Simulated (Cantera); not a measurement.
Charge: 1 mol toluene, 4 mol H2O, 0.34 mol H2, equilibrated at 1.00 bar.

Equilibrium computed with Cantera from the NASA thermochemical tables; the gas is ideal and each condensed phase is pure. Candidate condensed phases: C, C6H6, C7H8, C8H18, H2O; 110 gas species. Equilibrium is a limit: real reactors are often held back by kinetics, nucleation or transport.

Problem. At 352 °C, list the 5 most abundant gas species with their mole fractions, and the condensed phases.

Solution. H2O 0.457, CH4 0.374, H2 0.0879, CO2 0.0810, CO 0.000751. Condensed: C(graphite).
